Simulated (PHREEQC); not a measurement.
Copper plating or etch bath

A solution holds 0.21 mol/kgw Cu(NO3)2, 0.0091 mol/kgw HNO3 and 8.6e-05 mol/kgw FeCl3, at 15 °C and 300 atm. Closed to the air; pH follows from the charge balance.

Equilibrium calculation in PHREEQC: ion-association model, phreeqc.dat.

Each row changes one thing in this solution. No solid was allowed to form.

```
case                                     pH  Cl- (mol/kgw)  Fe+3 (mol/kgw)  FeOH+2 (mol/kgw)  CuCl+ (mol/kgw)  Fe(OH)2+ (mol/kgw)  SI of Goethite (FeOOH)  SI of Hematite (Fe2O3)
-------------------------------------  ----  -------------  --------------  ----------------  ---------------  ------------------  ----------------------  ----------------------
as made                                2.16       0.000240         6.77e-5           1.78e-5          1.77e-5             2.14e-7                   +1.95                   +5.82
diluted 10-fold with water             3.11        2.54e-5         1.93e-6           5.57e-6       (withheld)             1.08e-6                   +3.68                   +9.28
FeCl3 from 8.6e-05 to 8.6e-06 mol/kgw  2.16        2.40e-5         6.79e-6        (withheld)          1.77e-6             2.15e-8                   +0.95              (withheld)
temperature from 15 to 65 °C           2.17       0.000153         1.79e-5           6.39e-5         0.000105             3.86e-6              (withheld)                   +7.98
temperature from 15 to 45 °C           2.16       0.000196         3.51e-5           4.89e-5          6.17e-5             1.65e-6                   +2.65                   +7.38
```

Complete the blanks.


- diluted 10-fold with water, CuCl+ (mol/kgw): 3.56e-7
- FeCl3 from 8.6e-05 to 8.6e-06 mol/kgw, FeOH+2 (mol/kgw): 1.79e-6
- FeCl3 from 8.6e-05 to 8.6e-06 mol/kgw, SI of Hematite (Fe2O3): +3.83
- temperature from 15 to 65 °C, SI of Goethite (FeOOH): +2.92

Some of these states are supersaturated (in Hematite (slow to form), Goethite (slow to form), for instance). Under pressure, the constants of complexes without a molar volume in the database are unreliable. Constants without temperature data keep their 25 °C values here.
